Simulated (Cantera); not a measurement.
A counterflow diffusion flame at 101000 Pa, nozzles 20 mm apart: fuel side CH₄ : H₂ = 1 : 0.48 (molar parts) at 350 K, oxidiser side O₂ : N₂ = 0.23 : 0.77 (molar parts) at 775 K, fuel mass flux 0.78 times the oxidiser's; mixture-averaged transport, no radiation.

Computed with Cantera and GRI-Mech 3.0 (53 species, 325 reactions). GRI-Mech 3.0 has no aromatics or soot, which form on the fuel side of real flames. The maximum strain rate includes the flame's own expansion and is several times the mean.

x: mole fraction; the columns are a selection and need not sum to one.

| oxidiser flux (kg/m²/s) | max strain (1/s) | mean strain (1/s) | T max (K) | peak x OH | peak x H | peak x NO | peak x CO | peak x C₂H₂ |
|---|---|---|---|---|---|---|---|---|
| 0.61 | 525 | 126 | 2319 | 0.0159 | 0.00938 | (withheld) | 0.0624 | 0.0148 |
| 0.76 | 641 | 158 | 2304 | 0.0158 | 0.00971 | (withheld) | 0.0614 | 0.0145 |
| 0.94 | 780 | 195 | 2291 | 0.0157 | 0.0100 | 0.000337 | 0.0605 | 0.0142 |
| 1.2 | 981 | 249 | 2278 | 0.0156 | 0.0105 | (withheld) | 0.0597 | 0.0140 |
| 1.5 | 1210 | 311 | 2269 | 0.0156 | 0.0109 | 0.000285 | 0.0592 | 0.0138 |
| 1.8 | 1440 | 373 | 2258 | 0.0155 | 0.0112 | 0.000264 | 0.0587 | 0.0135 |
| 2.2 | 1740 | 456 | 2245 | 0.0153 | 0.0115 | (withheld) | 0.0581 | 0.0133 |
| 2.8 | 2180 | 581 | 2230 | 0.0150 | 0.0118 | (withheld) | 0.0576 | 0.0129 |
| 3.5 | 2700 | 726 | 2214 | 0.0147 | 0.0121 | (withheld) | 0.0571 | 0.0125 |
| 4.3 | 3280 | 892 | 2199 | 0.0144 | 0.0124 | (withheld) | 0.0567 | 0.0120 |

**Question.** What belongs in the gaps?

**Answer.** 
- 0.61, peak x NO: 0.000396
- 0.76, peak x NO: 0.000364
- 1.2, peak x NO: 0.000308
- 2.2, peak x NO: 0.000241
- 2.8, peak x NO: 0.000213
- 3.5, peak x NO: 0.000187
- 4.3, peak x NO: 0.000164
